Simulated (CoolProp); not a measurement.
The numbers come from the reference Helmholtz-energy equation of state, Thol 2018 in CoolProp.

Problem. For hydrogen chloride, give the phase and the density (kg/m³), Joule-Thomson coefficient (K/MPa), fugacity coefficient at 58.05 °C and 77.1 bar; 71.25 °C and 77.1 bar; 150.35 °C and 77.1 bar.

Solution. 
- 58.05 °C and 77.1 bar: gas; density 182, Joule-Thomson coefficient 9.13, fugacity coefficient 0.693
- 71.25 °C and 77.1 bar: gas; density 151, Joule-Thomson coefficient 8.82, fugacity coefficient 0.731
- 150.35 °C and 77.1 bar: gas; density 93.7, Joule-Thomson coefficient 6.34, fugacity coefficient 0.860
